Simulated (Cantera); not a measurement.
Input: 1 mol Fe₂O₃, 1.8 mol SO₃, 0.95 mol O₂, held at 1152 °C and 14.0 bar.

These are equilibrium values from Cantera (NASA tables, ideal gas, pure condensed phases), not measurements of a reactor. Candidate condensed phases: Fe, FeO, FeS, FeSO₄, FeS₂, Fe₂O₃, Fe₂(SO₄)₃, Fe₃O₄, S; 12 gas species. The numbers say what is thermodynamically allowed, not how fast it happens.

Task: What is the equilibrium state?

Result: 
```
Item                                  Value
--------------------------------  ---------
x(O₂)                                 0.491
x(SO₂)                                0.444
x(SO₃)                               0.0651
n(Fe₂O₃(s))                        1.00 mol
gas amount                        3.535 mol
log10 activity of Fe(γ) (absent)      -9.00
log10 activity of S(l) (absent)      -10.61
```
